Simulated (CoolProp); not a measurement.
Saturation properties of benzene (Tc = 562.0 K, pc = 49.06 bar, ω = 0.211).

Computed with CoolProp (reference Helmholtz-energy equation of state, Thol 2012).

```tsv
T (K)	p (bar)	liquid density (kg/m³)	liquid cp (kJ/(kg K))	liquid viscosity (µPa s)	vapour viscosity (µPa s)	liquid conductivity (mW/(m K))
288.1	0.07826	884.1	1.710	697	7.31	145
292.8	0.09862	879.1	1.721	650	7.43	(withheld)
297.6	0.1238	874.0	1.734	606	7.54	141
302.4	0.1540	868.9	1.747	568	7.66	140
307.1	0.1892	(withheld)	1.760	533	7.77	138
311.9	0.2316	858.7	1.774	(withheld)	7.89	137
316.6	0.2805	853.7	1.787	474	8.00	135
321.4	0.3386	(withheld)	1.802	448	8.12	133
326.2	0.4061	843.3	1.817	424	8.23	132
330.9	0.4822	838.1	1.832	402	8.34	130
335.7	0.5714	832.9	1.847	382	8.45	129
340.4	(withheld)	827.7	1.862	364	8.57	127
```

Task: Some entries are withheld; supply them.

Result: 
- 292.8, liquid conductivity (mW/(m K)): 143
- 307.1, liquid density (kg/m³): 863.9
- 311.9, liquid viscosity (µPa s): 502
- 321.4, liquid density (kg/m³): 848.5
- 340.4, p (bar): 0.6709

It boils at 353.2 K under 1 atm.

Viscosity comes from a separate model (Avgeri 2014). Thermal conductivity comes from a separate model (Assael 2012).
